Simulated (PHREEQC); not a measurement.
**Buffer: an equilibrium model**

Make-up at 42 °C: 17 mmol/kgw NaH2PO4, 3.7 mmol/kgw K2HPO4 and 1.6 mmol/kgw NaCl. Closed to the air; pH follows from the charge balance.

All values are PHREEQC results (ion-association model, wateq4f.dat), not measurements.

No solid was allowed to form.

Task: What pH, ionic strength does the model give?

Result: pH 6.28; ionic strength 0.0295 mol/kgw.

Task: In which forms is P present?

Result: H2PO4- 82 %, HPO4-2 17 % of the P.

H3PO4, which wateq4f.dat lacks, is added to it with the constant of phreeqc.dat. At this temperature some constants are extrapolated from 25 °C, and those without enthalpy data are left unchanged.
